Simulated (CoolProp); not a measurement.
The numbers come from the reference Helmholtz-energy equation of state, Lemmon 2006 in CoolProp. It is a short technical equation, of lower accuracy than the large ones.

Give the vapour pressure (MPa), surface tension (mN/m), liquid viscosity (µPa s), vapour viscosity (µPa s) of saturated C2F6 (R116) at 232.3, 253.6 K.


```csv
T (K),p (MPa),surface tension (mN/m),liquid viscosity (µPa s),vapour viscosity (µPa s)
232.3,0.524,6.16,224,10.8
253.6,1.06,3.62,155,12.0
```

Viscosity comes from a separate model (Huber 2003), an estimate that may be off by 10 % or more. Surface tension comes from a separate correlation (Mulero 2012).
